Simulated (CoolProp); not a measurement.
Vapour-liquid equilibrium of CHF3 (R23) (1) + propylene (2) at 0.276 MPa; x and y are mole fractions of (1).

Values from CoolProp's multi-fluid Helmholtz-energy mixture model, Penoncello 2003 and Lemmon 2013; pair parameters Bell 2016.

Q: Give the bubble temperature and the first vapour's composition at x = 0.35, 0.5, 0.65. Is there an azeotrope?

A: x = 0.35: 216.3 K, y = 0.808; x = 0.5: 213.9 K, y = 0.844; x = 0.65: 212.6 K, y = 0.868. No azeotrope shows between x = 0.05 and 0.95.

The pair parameters rest on a limited set of measurements; away from them the model extrapolates. With so large a gap from Raoult's law the liquid may split in two, which this calculation doesn't test in full.
